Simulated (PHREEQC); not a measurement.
Consider water at 25 °C with 0.63 mol/kgw HNO3, 0.068 mol/kgw FeCl3 and 0.0039 mol/kgw CuCl2. Closed to the air; pH follows from the charge balance.

Model: ion-association model, phreeqc.dat, run in PHREEQC.

This is a speciation only: nothing precipitates in the calculation.

**Question.** Estimate the pH.

**Answer.** pH 0.33.

**Question.** In which forms is Fe present?

**Answer.** FeCl+2 52 %, Fe+3 41 %, FeCl2+ 6.4 % of the Fe.

Saturation is exceeded, for instance for Hematite (slow to form); the values hold only as long as no solid forms. The ionic strength is past about 0.7 mol/kgw, beyond the range of this activity model, so the values are rough.
